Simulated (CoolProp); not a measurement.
Values from CoolProp's reference Helmholtz-energy equation of state, Lemmon 2005.

Task: For R125, give the phase and the Z, speed of sound (m/s), Prandtl number at 344.8 K and 161 bar; 344.8 K and 362 bar.

Result: 
- 344.8 K and 161 bar: supercritical; Z 0.592, speed of sound 368, Prandtl number 2.76
- 344.8 K and 362 bar: supercritical; Z 1.18, speed of sound 529, Prandtl number 3.03

Viscosity comes from a separate model (Huber 2006). Thermal conductivity comes from a separate model (Perkins 2006).
